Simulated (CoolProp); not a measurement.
Saturation properties of R1336mzz(Z).

Values from CoolProp's reference Helmholtz-energy equation of state, McLinden 2020.

| T (°C) | p (kPa) | liquid density (kg/m³) | vapour density (kg/m³) | enthalpy of vaporisation (kJ/kg) |
|---|---|---|---|---|
| -16.05 | 10.71 | 1467 | 0.8306 | 186.2 |
| -8.75 | 15.92 | 1449 | 1.205 | 183.2 |
| -1.45 | 23.06 | 1431 | 1.706 | 180.1 |
| 5.85 | 32.62 | 1413 | 2.363 | 177.0 |
| 13.25 | 45.37 | 1395 | 3.222 | 173.7 |
| 20.55 | 61.60 | 1376 | 4.297 | 170.5 |
| 27.85 | 82.15 | 1357 | 5.639 | 167.2 |
| 35.15 | 107.8 | 1338 | 7.295 | 163.8 |
| 42.45 | 139.3 | 1318 | 9.315 | 160.3 |
| 49.75 | 177.6 | 1298 | 11.76 | 156.6 |
| 57.05 | 223.7 | 1277 | 14.68 | 152.9 |
| 64.35 | 278.4 | 1256 | 18.17 | 149.0 |
| 71.65 | 342.8 | 1233 | 22.30 | 144.9 |

It boils at 33.5 °C under 1 atm.
